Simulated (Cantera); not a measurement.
Input: 1 mol MgO, 0.58 mol CO, at 1600 °C and 5.30 bar.

Cantera equilibrium calculation (NASA polynomials, part measured and part estimated; ideal gas, pure solids and liquids). Candidate condensed phases: C, Mg, MgCO3, MgO; 15 gas species. Rates play no part.

Base state: CO 0.999, CO2 0.000317, Mg 0.000317 (mole fractions); condensed: MgO(s).

**Question.** What changes in the equilibrium state with this change: temperature from 1600 °C to 850 °C?

**Answer.** 
| species | before | after |
|---|---|---|
| CO | 0.999 | 0.797 |
| CO2 | 0.000317 | 0.203 |
| Mg | 0.000317 | <1e-9 |
| MgO(s), mol | 1.000 | 1.00 |
| C(graphite), mol | 0 | 0.0979 |
